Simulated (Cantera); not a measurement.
An adiabatic, constant-pressure homogeneous reactor starts with CH₄ : O₂ : N₂ : H₂O = 1 : 1.67 : 6.27 : 1.4 (molar parts), equivalence ratio 1.2, at 1000 K and 26.0 bar.

Detailed kinetics in Cantera: GRI-Mech 3.0 (53 species, 325 reactions). The pressure lies above the range GRI-Mech 3.0 was tuned for (to about 10 atm).

x: mole fraction; the columns are a selection and need not sum to one.

```json
[
 {"t (s)": "4.00e-6", "T (K)": "1000", "x CH₄": "0.0967", "x O₂": "0.162", "x H₂O": "0.135", "x HO₂": "7.81e-10", "x H₂O₂": "2.78e-12"},
 {"t (s)": "1.05e-5", "T (K)": "1000", "x CH₄": "0.0967", "x O₂": "0.162", "x H₂O": "0.135", "x HO₂": "[?]", "x H₂O₂": "1.91e-11"},
 {"t (s)": "2.77e-5", "T (K)": "1000", "x CH₄": "0.0967", "x O₂": "0.162", "x H₂O": "0.135", "x HO₂": "5.31e-9", "x H₂O₂": "1.30e-10"},
 {"t (s)": "7.28e-5", "T (K)": "1000", "x CH₄": "0.0967", "x O₂": "0.162", "x H₂O": "0.135", "x HO₂": "1.36e-8", "x H₂O₂": "8.58e-10"},
 {"t (s)": "0.000192", "T (K)": "1000", "x CH₄": "0.0967", "x O₂": "0.162", "x H₂O": "0.135", "x HO₂": "3.30e-8", "x H₂O₂": "5.32e-9"},
 {"t (s)": "0.000504", "T (K)": "1000", "x CH₄": "0.0967", "x O₂": "0.162", "x H₂O": "0.135", "x HO₂": "7.31e-8", "x H₂O₂": "2.81e-8"},
 {"t (s)": "0.00133", "T (K)": "1000", "x CH₄": "0.0967", "x O₂": "0.162", "x H₂O": "0.135", "x HO₂": "1.36e-7", "x H₂O₂": "1.05e-7"},
 {"t (s)": "0.00349", "T (K)": "1000", "x CH₄": "0.0967", "x O₂": "0.162", "x H₂O": "0.135", "x HO₂": "[?]", "x H₂O₂": "[?]"},
 {"t (s)": "0.00918", "T (K)": "1000", "x CH₄": "0.0967", "x O₂": "0.161", "x H₂O": "0.135", "x HO₂": "4.52e-7", "x H₂O₂": "5.51e-7"},
 {"t (s)": "0.0241", "T (K)": "1003", "x CH₄": "0.0963", "x O₂": "0.161", "x H₂O": "0.136", "x HO₂": "2.54e-6", "x H₂O₂": "5.34e-6"},
 {"t (s)": "0.0635", "T (K)": "2430", "x CH₄": "7.71e-12", "x O₂": "7.24e-5", "x H₂O": "0.289", "x HO₂": "1.15e-7", "x H₂O₂": "7.57e-8"},
 {"t (s)": "0.167", "T (K)": "2430", "x CH₄": "7.71e-12", "x O₂": "7.24e-5", "x H₂O": "0.289", "x HO₂": "1.15e-7", "x H₂O₂": "7.57e-8"},
 {"t (s)": "0.439", "T (K)": "2430", "x CH₄": "7.71e-12", "x O₂": "7.24e-5", "x H₂O": "0.289", "x HO₂": "1.15e-7", "x H₂O₂": "7.57e-8"},
 {"t (s)": "1.16", "T (K)": "2430", "x CH₄": "7.71e-12", "x O₂": "7.24e-5", "x H₂O": "0.289", "x HO₂": "1.15e-7", "x H₂O₂": "7.57e-8"},
 {"t (s)": "3.04", "T (K)": "2430", "x CH₄": "7.71e-12", "x O₂": "7.24e-5", "x H₂O": "0.289", "x HO₂": "1.15e-7", "x H₂O₂": "7.57e-8"},
 {"t (s)": "8.00", "T (K)": "2430", "x CH₄": "7.71e-12", "x O₂": "7.24e-5", "x H₂O": "0.289", "x HO₂": "1.15e-7", "x H₂O₂": "7.57e-8"}
]
```

Task: What belongs in the gaps?

Result: 
- 1.05e-5, x HO₂: 2.04e-9
- 0.00349, x HO₂: 2.14e-7
- 0.00349, x H₂O₂: 2.31e-7
